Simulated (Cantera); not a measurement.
A freely propagating, adiabatic, planar premixed flame of C2H4 : O2 : N2 : H2O = 1 : 2.14 : 8.06 : 3 (molar parts), equivalence ratio 1.4, unburnt at 700 K and 500000 Pa; mixture-averaged transport, grid criteria slope 0.08 and curve 0.16, no radiation.

Computed with Cantera and GRI-Mech 3.0 (53 species, 325 reactions). GRI-Mech 3.0 was tuned for natural gas; its chemistry of ethylene as a main component is partial and can be far from experiment. Burning velocities carry a grid error of a few per cent, more on coarse grids.

x: mole fraction of selected species; z is measured from the peak of heat release.

```tsv
z (mm)	T (K)	u (m/s)	x C2H4	x O2	x H2O	x CH2CO	x CH4	x HCN
-0.264	700	1.26	0.0703	0.150	0.211	9.17e-8	(withheld)	<1e-8
-0.176	702	1.26	0.0702	0.150	0.211	8.92e-7	(withheld)	<1e-8
-0.132	706	1.27	0.0699	0.149	0.210	4.24e-6	(withheld)	<1e-8
-0.0879	731	1.32	0.0689	0.147	0.212	4.07e-5	(withheld)	1.94e-8
-0.0439	920	1.69	0.0606	0.129	0.223	0.000733	(withheld)	2.42e-7
-0.0220	1216	2.27	0.0431	0.0992	0.242	0.00280	(withheld)	8.32e-7
0	1561	2.98	0.0189	0.0614	0.265	0.00410	(withheld)	2.37e-6
0.0220	1804	3.48	0.00477	0.0338	0.279	0.00198	(withheld)	5.62e-6
0.0439	1950	3.77	0.000715	0.0173	0.286	0.000518	(withheld)	9.88e-6
0.0879	2068	3.98	1.03e-5	0.00430	0.286	4.17e-5	(withheld)	1.34e-5
0.176	2118	4.05	8.98e-8	0.000504	0.281	2.26e-6	(withheld)	9.71e-6
0.351	2138	4.08	<1e-8	0.000106	0.280	1.13e-7	(withheld)	5.23e-6
0.703	2150	4.10	<1e-8	3.46e-5	0.280	<1e-8	(withheld)	2.75e-6
```

Problem. Some entries are withheld; supply them.

Solution. 
- -0.264, x CH4: 9.59e-7
- -0.176, x CH4: 6.23e-6
- -0.132, x CH4: 2.07e-5
- -0.0879, x CH4: 0.000109
- -0.0439, x CH4: 0.000770
- -0.0220, x CH4: 0.00193
- 0, x CH4: 0.00307
- 0.0220, x CH4: 0.00257
- 0.0439, x CH4: 0.00143
- 0.0879, x CH4: 0.000302
- 0.176, x CH4: 2.32e-5
- 0.351, x CH4: 1.53e-6
- 0.703, x CH4: 1.71e-7
